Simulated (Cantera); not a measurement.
A closed system holds: 1 mol Si3N4, 2.9 mol Cl2, held at 1025 K.

Equilibrium computed with Cantera from the NASA thermochemical tables; the gas is ideal and each condensed phase is pure. Candidate condensed phases: Si, Si3N4; 13 gas species. The tables' values for SiCl3 are old estimates; treat these amounts as uncertain. Kinetics and transport are ignored.

x: gas mole fraction; n: condensed amount in mol.

```csv
P (Pa),x SiCl4,x N2,x SiCl3,x SiCl2,x Cl,n Si3N4(s)
1,0.579,0.400,0.0139,0.00692,3.43e-6,0.511
4.20,0.590,0.400,0.00773,0.00211,1.49e-6,0.514
18,0.595,0.400,0.00424,0.000631,6.40e-7,0.516
75,0.597,0.400,0.00235,0.000192,2.79e-7,0.516
320,0.599,0.400,0.00128,___,___,0.516
1300,0.599,0.400,0.000716,___,___,0.517
5600,0.600,0.400,0.000390,5.30e-6,2.25e-8,0.517
24000,0.600,0.400,0.000213,1.58e-6,9.65e-9,0.517
100000,0.600,0.400,0.000117,4.80e-7,4.20e-9,0.517
```

Task: Fill in the missing entries.

Result: 
- 320, x SiCl2: 5.75e-5
- 320, x Cl: 1.20e-7
- 1300, x SiCl2: 1.79e-5
- 1300, x Cl: 5.28e-8
